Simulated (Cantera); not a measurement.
Cantera with NASA thermochemical tables; ideal gases at 1 bar, condensed phases pure. Values are per mole of reaction as written; species without (g) are pure solids or liquids, kept so even where they would boil at 1 bar.

a) Mg + F2(g) → MgF2
b) H2(g) + F2(g) → 2 HF(g)
c) 0.6667 Al + F2(g) → 0.6667 AlF3(g)

Task: Order these by ΔG° at 648 K, most negative first.

Result: a (-1010 kJ), c (-781 kJ), b (-554 kJ)
